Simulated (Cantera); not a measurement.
CH₃SiH₃ + C₂H₄ + H₂ (silicon carbide growth)

A closed system holds: 1 mol CH₃SiH₃, 0.11 mol C₂H₄, 53 mol H₂, held at 2100 K and 890 Pa.

Equilibrium computed with Cantera from the NASA thermochemical tables; the gas is ideal and each condensed phase is pure. Candidate condensed phases: C, C₆H₆, C₇H₈, C₈H₁₈, Si, SiC; 87 gas species. The feed counts by its element totals alone. Gases not in the tables: Si₂H₆ and higher silanes. Kinetics and transport are ignored.

```yaml
x(H₂): 0.965
x(H): 0.0324
x(C₂H₂ (acetylene)): 0.00139
x(Si): 0.00117
x(SiC₂): 7.53e-5
x(SiH): 5.88e-5
x(Si₂C): 4.78e-5
x(SiH₂): 1.37e-5
x(CH₄): 2.73e-6
n(C(graphite)): 0.129 mol
n(SiC(s)): 0.919 mol
gas_amount: 57.22 mol
log10 activity of Si(l) (absent): -1.11
```
